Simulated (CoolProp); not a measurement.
A single-stage vapour-compression cycle with CH2F2 (R32): evaporating at 217.15 K (dew point), condensing at 275.15 K (bubble point), superheat 10 K, subcooling 2 K, compressor efficiency 0.8, no pressure losses. Each further row changes one setting.

Values from CoolProp's reference Helmholtz-energy equation of state, Tillner-Roth 1997.

| case | cooling COP | pressure ratio | discharge temperature (K) | refrigerating effect (kJ/kg) | volumetric capacity (kJ/m³) |
|---|---|---|---|---|---|
| as stated | [?] | 10.7 | 390.3 | 303 | 694 |
| evaporating temperature 222.15 K | [?] | 8.27 | 377.3 | [?] | [?] |
| condensing temperature 270.15 K | 2.55 | [?] | [?] | 311 | 713 |
| subcooling 7 K | 2.34 | 10.7 | 390.3 | 311 | 713 |
| superheat 20 K | 2.23 | 10.7 | 404.0 | 311 | [?] |
| compressor efficiency 0.7 | 1.99 | 10.7 | [?] | 303 | 694 |

### Question
Some entries are withheld; supply them.

### Answer

- as stated, cooling COP: 2.27
- evaporating temperature 222.15 K, cooling COP: 2.61
- evaporating temperature 222.15 K, refrigerating effect (kJ/kg): 305
- evaporating temperature 222.15 K, volumetric capacity (kJ/m³): 893
- condensing temperature 270.15 K, pressure ratio: 9.13
- condensing temperature 270.15 K, discharge temperature (K): 378.1
- superheat 20 K, volumetric capacity (kJ/m³): 679
- compressor efficiency 0.7, discharge temperature (K): 408.6
